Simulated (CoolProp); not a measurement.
The numbers come from the reference Helmholtz-energy equation of state, Akasaka 2019 in CoolProp.

### Question
Give the vapour pressure (kPa), liquid density (kg/m³), vapour density (kg/m³) of saturated R1234ze(Z) at 330.2, 355.9 K.

### Answer
| T (K) | p (kPa) | liquid density (kg/m³) | vapour density (kg/m³) |
|---|---|---|---|
| 330.2 | 477 | 1130 | 23.1 |
| 355.9 | 917 | 1050 | 45.2 |
